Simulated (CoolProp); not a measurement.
Neopentane along the isotherm 461.9 K: fugacity coefficient from the reference equation and from simpler models built on Tc = 433.7 K, pc = 3196 kPa, ω = 0.196; each cubic takes its own stable root.

The numbers come from the reference Helmholtz-energy equation of state, Lemmon 2006 in CoolProp. It is a short technical equation, of lower accuracy than the large ones.

| p (kPa) | phase | reference | van der Waals | Redlich-Kwong | Soave-Redlich-Kwong | Peng-Robinson |
|---|---|---|---|---|---|---|
| 50.5 | gas | 0.9957 | 0.9960 | 0.9955 | 0.9956 | 0.9951 |
| 74.2 | gas | 0.9936 | 0.9941 | 0.9934 | 0.9936 | 0.9927 |
| 109 | gas | 0.9907 | 0.9913 | 0.9903 | 0.9906 | 0.9894 |
| 160 | gas | 0.9863 | 0.9873 | 0.9858 | 0.9862 | 0.9844 |
| 235 | gas | 0.9799 | 0.9813 | 0.9792 | 0.9797 | 0.9771 |
| 344 | gas | 0.9706 | 0.9727 | 0.9697 | 0.9704 | 0.9667 |
| 505 | gas | 0.9569 | 0.9599 | 0.9556 | 0.9567 | 0.9513 |
| 742 | gas | 0.9369 | 0.9412 | 0.9350 | 0.9366 | 0.9289 |
| 1090 | gas | 0.9078 | 0.9138 | 0.9052 | 0.9075 | 0.8966 |
| 1600 | gas | 0.8654 | 0.8738 | 0.8620 | 0.8654 | 0.8505 |
| 2350 | gas | 0.8037 | 0.8147 | 0.7995 | 0.8047 | 0.7848 |
| 3440 | supercritical | 0.7147 | 0.7261 | 0.7096 | 0.7178 | 0.6929 |
| 5050 | supercritical | 0.5829 | 0.5885 | 0.5783 | 0.5925 | 0.5657 |
| 7420 | supercritical | 0.4546 | 0.4738 | 0.4573 | 0.4717 | 0.4447 |
| 10900 | supercritical | 0.3665 | 0.4008 | 0.3737 | 0.3871 | 0.3587 |
| 16000 | supercritical | 0.3129 | 0.3655 | 0.3228 | 0.3355 | 0.3037 |
